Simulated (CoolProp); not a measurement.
2000 sccm (0 °C, 1 atm) of nitrogen bubbles through liquid octamethyltrisiloxane (MDM) at 346.4 K and leaves saturated at a total pressure of 0.0787 MPa (ideal gas phase). Each further row changes one setting.

The numbers come from the reference Helmholtz-energy equation of state, Thol 2017 in CoolProp.

| case | vapour pressure (kPa) | mole fraction of vapour | delivery (mg/min) | delivery (sccm) | change of delivery for a bath 1 K warmer (%) |
|---|---|---|---|---|---|
| as stated | 6.78 | 0.0861 | 1990 | 188 | 5.0 |
| bath temperature 351.4 K | 8.43 | 0.107 | 2530 | 240 | 4.9 |
| total pressure 0.157 MPa | 6.78 | 0.0432 | 952 | 90.2 | 4.7 |
